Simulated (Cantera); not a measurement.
Feed: 1 mol Si, 1.6 mol HCl, 5.5 mol H₂, held at 1475 K and 24.0 bar.

Equilibrium computed with Cantera from the NASA thermochemical tables; the gas is ideal and each condensed phase is pure. Candidate condensed phases: Si; 19 gas species. The tables' values for SiCl₃ are old estimates; treat these amounts as uncertain. Gases not in the tables: Si₂H₆ and higher silanes. The numbers say what is thermodynamically allowed, not how fast it happens.

Base state: H₂ 0.888, HCl 0.0482, SiHCl₃ 0.0263, SiCl₄ 0.0151, SiCl₂ 0.00822, SiH₂Cl₂ 0.00722, SiCl₃ 0.00604, SiH₃Cl 0.000577 (mole fractions); condensed: Si(s).

Question: What changes in the equilibrium state with this change: pressure from 24.0 bar to 9.10 bar?

Answer: 
```tsv
species	before	after
H₂	0.888	0.880
HCl	0.0482	0.0604
SiHCl₃	0.0263	0.0199
SiCl₂	0.00822	0.0130
SiCl₄	0.0151	0.0144
SiH₄	1.88e-5	7.01e-6
SiH₃Cl	0.000577	0.000272
Si(s), mol	0.571	0.596
```

Question: What changes in the equilibrium state with this change: Si replaced by SiCl₄?

Answer: 
| species | before | after |
|---|---|---|
| H₂ | 0.888 | 0.645 |
| HCl | 0.0482 | 0.232 |
| SiCl₄ | 0.0151 | 0.0902 |
| SiHCl₃ | 0.0263 | 0.0238 |
| SiH₄ | 1.88e-5 | 5.84e-8 |
| SiH₃Cl | 0.000577 | 1.19e-5 |
| SiH₂Cl₂ | 0.00722 | 0.000982 |
| SiCl₂ | 0.00822 | 0.00154 |
| Si(s), mol | 0.571 | 0 |
